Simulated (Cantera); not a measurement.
Cantera run:

```python
import numpy as np
import cantera as ct

gas_names = """
    O2 ZrO2
""".split()
cond_names = """
    Ti(a) Ti(b) Ti(L) TiO2(ru) TiO2(L) Ti4O7(s) Ti4O7(L) Zr(a) Zr(b) Zr(L)
""".split()


def load(file, names, dense=False):
    # The tables refer to 1 bar. Condensed volumes are neglected.
    table = {s.name: s for s in ct.Species.list_from_file(file)}
    out = []
    for n in names:
        d = dict(table[n].input_data)
        d["thermo"] = dict(d["thermo"], **{"reference-pressure": 1e5})
        if dense:
            d["equation-of-state"] = {"model": "constant-volume", "density": "1e6 g/cm^3"}
        out.append(ct.Species.from_dict(d))
    return out


species = {s.name: s for s in load("nasa_gas.yaml", gas_names) + load("nasa_condensed.yaml", cond_names)}
# Each term lists the table entries of one substance; the one whose range holds T is used.
reactions = {
    'Ti + O2(g) = TiO2':
        [(-1, ['Ti(a)', 'Ti(b)', 'Ti(L)']), (-1, ['O2']), (1, ['TiO2(ru)', 'TiO2(L)'])],
    '1.143 Ti + O2(g) = 0.2857 Ti4O7':
        [(-1.1428571428571428, ['Ti(a)', 'Ti(b)', 'Ti(L)']), (-1, ['O2']), (0.2857142857142857, ['Ti4O7(s)', 'Ti4O7(L)'])],
    'Zr + O2(g) = ZrO2(g)':
        [(-1, ['Zr(a)', 'Zr(b)', 'Zr(L)']), (-1, ['O2']), (1, ['ZrO2'])],
}


def pick(names, T):
    return next(species[n] for n in names if species[n].thermo.min_temp <= T <= species[n].thermo.max_temp)


results = []
for label, terms in reactions.items():
    print(label)
    print("     T/K   dH/kJ  dS/(J/K)   dG/kJ   log10 K")
    for T in [300, 2398, 2448, 2498, 2548, 2598, 2648, 2698, 2748, 2798, 2848, 2898]:
        used = [(nu, pick(names, T)) for nu, names in terms]
        dH = sum(nu * s.thermo.h(T) for nu, s in used) / 1e6
        dS = sum(nu * s.thermo.s(T) for nu, s in used) / 1e3
        dG = dH - T * dS / 1e3
        logK = -dG * 1e6 / (ct.gas_constant * T * np.log(10))
        results.append((label, T, dH, dS, dG, logK, [s.name for _, s in used]))
        print(f"{T:8g} {dH:8.1f} {dS:8.1f} {dG:8.1f} {logK:8.2f}")
```

Output:

```
Ti + O2(g) = TiO2
     T/K   dH/kJ  dS/(J/K)   dG/kJ   log10 K
     300   -944.8   -185.6   -889.1   154.80
    2398   -881.8   -150.4   -521.0    11.35
    2448   -881.0   -150.1   -513.5    10.96
    2498   -880.3   -149.8   -506.0    10.58
    2548   -879.6   -149.6   -498.5    10.22
    2598   -878.9   -149.3   -491.0     9.87
    2648   -878.1   -149.0   -483.6     9.54
    2698   -877.4   -148.7   -476.1     9.22
    2748   -876.7   -148.5   -468.7     8.91
    2798   -876.0   -148.2   -461.3     8.61
    2848   -875.3   -148.0   -453.9     8.32
    2898   -874.6   -147.7   -446.5     8.05
1.143 Ti + O2(g) = 0.2857 Ti4O7
     T/K   dH/kJ  dS/(J/K)   dG/kJ   log10 K
     300   -972.7   -183.5   -917.7   159.78
    2398   -904.0   -139.3   -569.9    12.41
    2448   -903.3   -139.1   -562.9    12.01
    2498   -902.7   -138.8   -556.0    11.63
    2548   -902.0   -138.5   -549.0    11.25
    2598   -901.4   -138.3   -542.1    10.90
    2648   -900.8   -138.1   -535.2    10.56
    2698   -900.2   -137.8   -528.3    10.23
    2748   -899.6   -137.6   -521.4     9.91
    2798   -898.9   -137.4   -514.5     9.61
    2848   -898.3   -137.2   -507.7     9.31
    2898   -897.7   -137.0   -500.8     9.03
Zr + O2(g) = ZrO2(g)
     T/K   dH/kJ  dS/(J/K)   dG/kJ   log10 K
     300   -286.2     29.7   -295.1    51.38
    2398   -334.3     -2.6   -328.1     7.15
    2448   -335.5     -3.1   -327.9     7.00
    2498   -336.6     -3.6   -327.7     6.85
    2548   -337.8     -4.0   -327.6     6.71
    2598   -338.9     -4.5   -327.3     6.58
    2648   -340.1     -4.9   -327.1     6.45
    2698   -341.3     -5.3   -326.9     6.33
    2748   -342.4     -5.8   -326.6     6.21
    2798   -343.6     -6.2   -326.3     6.09
    2848   -344.8     -6.6   -326.0     5.98
    2898   -346.0     -7.0   -325.6     5.87
```

Source: NASA polynomial tables (part measured, part estimated), evaluated in Cantera. Condensed species are held in their standard states even where they would react or evaporate.
